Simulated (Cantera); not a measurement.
Feed: 1 mol SiO₂, a varied amount of F₂, equilibrated at 773.15 K and 0.240 bar.

Method: chemical equilibrium by Gibbs-energy minimisation in Cantera with the NASA 1993 tables (ideal gas, pure condensed phases). Candidate condensed phases: Si, SiO₂; 17 gas species. The numbers say what is thermodynamically allowed, not how fast it happens.

x: gas mole fraction; n: condensed amount in mol.

```tsv
n(F₂) (mol)	x F₂	x O₂	x SiF₄	x F	x FO₂	x F₂O	x FO	n SiO₂(α-quartz)
0.8	<1e-12	0.500	0.500	<1e-12	<1e-12	<1e-12	<1e-12	0.600
1	<1e-12	0.500	0.500	<1e-12	<1e-12	<1e-12	<1e-12	0.500
1.3	<1e-12	0.500	0.500	<1e-12	<1e-12	<1e-12	<1e-12	0.350
1.7	<1e-12	0.500	0.500	<1e-12	<1e-12	<1e-12	<1e-12	0.150
2.1	0.0464	0.476	0.476	0.00238	2.44e-5	3.21e-7	(withheld)	0
2.7	0.256	0.369	0.369	0.00560	4.45e-5	1.56e-6	(withheld)	0
3.5	0.423	0.285	0.285	0.00721	4.42e-5	2.27e-6	7.37e-8	0
4.4	0.539	0.226	0.226	0.00813	3.96e-5	2.57e-6	7.41e-8	0
5.7	0.642	0.175	0.175	0.00887	3.34e-5	2.69e-6	7.10e-8	0
7.3	0.718	0.136	0.136	0.00938	2.75e-5	2.66e-6	6.64e-8	0
9.3	0.776	0.107	0.107	0.00976	2.25e-5	2.55e-6	(withheld)	0
12	0.824	0.0829	0.0829	0.0101	1.79e-5	2.38e-6	(withheld)	0
15	0.857	0.0663	0.0663	0.0103	1.46e-5	2.22e-6	(withheld)	0
```

Question: Complete the blanks.

Answer: 
- 2.1, x FO: 3.15e-8
- 2.7, x FO: 6.52e-8
- 9.3, x FO: 6.11e-8
- 12, x FO: 5.55e-8
- 15, x FO: 5.06e-8
